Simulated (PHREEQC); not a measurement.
Consider water at 20 °C with 0.001 mol ZnCl2 per kg of water. Closed to the air; pH follows from the charge balance.

The numbers come from PHREEQC with the ion-association model, phreeqc.dat.

This is a speciation only: nothing precipitates in the calculation.

Problem. What pH, specific conductance does the model give?

Solution. pH 6.09; specific conductance 217 µS/cm.
